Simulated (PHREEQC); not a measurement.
Make-up at 3.2 °C: 0.17 mol NH4HF2, 0.036 mol H2SiF6, 5.6e-05 mol H3BO3 and 0.00041 mol HCl per kg of water. Closed to the air; pH follows from the charge balance.

Computed with PHREEQC (ion-association model, wateq4f.dat).

### Question
The ionic strength comes out as 0.208 mol/kgw. What activity coefficients do Cl-, BF4-, HF2-, NH4+, H+ get?

### Answer
Cl- 0.72, BF4- 0.69, HF2- 0.71, NH4+ 0.75, H+ 0.80.

Precipitation was switched off in this run. Species that the database lacks are ignored. wateq4f.dat counts part of the HF as a dimer, H2F2, which phreeqc.dat doesn't know; its constant is uncertain. Away from 25 °C the constants follow the database's enthalpies or fits; those with neither stay at their 25 °C values. SiF6-2 is the database's only silicon fluoride. Real BF4- forms and hydrolyses slowly; the run takes it at equilibrium.
